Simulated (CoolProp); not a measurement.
A single-stage vapour-compression cycle with R13: evaporating at 208.15 K (dew point), condensing at 267.15 K (bubble point), superheat 2 K, subcooling 5 K, compressor efficiency 0.65, no pressure losses. Each further row changes one setting.

Model: reference Helmholtz-energy equation of state, Platzer 1990, in CoolProp. This equation is an older, rougher fit; its heat capacities, sound speeds and derivatives of the liquid may be far off and weren't checked against measurements.

| case | cooling COP | pressure ratio | discharge temperature (K) | refrigerating effect (kJ/kg) | volumetric capacity (kJ/m³) |
|---|---|---|---|---|---|
| as stated | 1.64 | 7.48 | 314.3 | 87.6 | 1270 |
| evaporating temperature 213.15 K | … | 6.02 | … | 89.5 | 1590 |
| condensing temperature 262.15 K | 1.87 | 6.54 | … | 93.1 | 1350 |
| subcooling 10 K | 1.74 | 7.48 | 314.3 | 93.2 | 1350 |
| superheat 12 K | 1.64 | 7.48 | 326.1 | … | 1280 |
| compressor efficiency 0.55 | 1.38 | 7.48 | 327.0 | 87.6 | 1270 |

**Question.** Complete the blanks.

**Answer.** 
- evaporating temperature 213.15 K, cooling COP: 1.88
- evaporating temperature 213.15 K, discharge temperature (K): 308.9
- condensing temperature 262.15 K, discharge temperature (K): 306.8
- superheat 12 K, refrigerating effect (kJ/kg): 93.3
